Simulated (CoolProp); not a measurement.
Properties of n-perfluorobutane along the isobar 0.522 MPa (Tc = 113.2 °C, pc = 2.322 MPa, ω = 0.372).

The numbers come from the reference Helmholtz-energy equation of state, Gao 2022 in CoolProp.

```json
[
 {"T (°C)": "4.25", "phase": "liquid", "density (kg/m³)": "1576", "speed of sound (m/s)": "469.4", "Joule-Thomson coefficient (K/MPa)": "-0.2070"},
 {"T (°C)": "17.55", "phase": "liquid", "density (kg/m³)": "1526", "speed of sound (m/s)": "427.6", "Joule-Thomson coefficient (K/MPa)": "-0.1590"},
 {"T (°C)": "30.85", "phase": "liquid", "density (kg/m³)": "1474", "speed of sound (m/s)": "383.8", "Joule-Thomson coefficient (K/MPa)": "-0.09121"},
 {"T (°C)": "44.05", "phase": "liquid", "density (kg/m³)": "1417", "speed of sound (m/s)": "337.6", "Joule-Thomson coefficient (K/MPa)": "0.009679"},
 {"T (°C)": "57.35", "phase": "gas", "density (kg/m³)": "52.71", "speed of sound (m/s)": "94.53", "Joule-Thomson coefficient (K/MPa)": "13.51"},
 {"T (°C)": "70.65", "phase": "gas", "density (kg/m³)": "49.47", "speed of sound (m/s)": "98.78", "Joule-Thomson coefficient (K/MPa)": "11.64"},
 {"T (°C)": "83.95", "phase": "gas", "density (kg/m³)": "46.74", "speed of sound (m/s)": "102.6", "Joule-Thomson coefficient (K/MPa)": "10.19"},
 {"T (°C)": "97.15", "phase": "gas", "density (kg/m³)": "44.39", "speed of sound (m/s)": "106.0", "Joule-Thomson coefficient (K/MPa)": "9.054"},
 {"T (°C)": "110.45", "phase": "gas", "density (kg/m³)": "42.32", "speed of sound (m/s)": "109.2", "Joule-Thomson coefficient (K/MPa)": "8.121"},
 {"T (°C)": "123.75", "phase": "gas", "density (kg/m³)": "40.47", "speed of sound (m/s)": "112.2", "Joule-Thomson coefficient (K/MPa)": "7.347"},
 {"T (°C)": "137.05", "phase": "gas", "density (kg/m³)": "38.81", "speed of sound (m/s)": "115.1", "Joule-Thomson coefficient (K/MPa)": "6.696"},
 {"T (°C)": "150.25", "phase": "gas", "density (kg/m³)": "37.32", "speed of sound (m/s)": "117.7", "Joule-Thomson coefficient (K/MPa)": "6.143"},
 {"T (°C)": "163.55", "phase": "gas", "density (kg/m³)": "35.94", "speed of sound (m/s)": "120.3", "Joule-Thomson coefficient (K/MPa)": "5.662"},
 {"T (°C)": "176.85", "phase": "gas", "density (kg/m³)": "34.68", "speed of sound (m/s)": "122.8", "Joule-Thomson coefficient (K/MPa)": "5.241"}
]
```
